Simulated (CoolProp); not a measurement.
Values from CoolProp's reference Helmholtz-energy equation of state, Lemmon 2006. It is a short technical equation, of lower accuracy than the large ones.

Question: For nitrous oxide, give the phase and the Joule-Thomson coefficient (K/MPa) at 319.7 K and 0.158 MPa.

Answer: 
- 319.7 K and 0.158 MPa: gas; Joule-Thomson coefficient 9.28
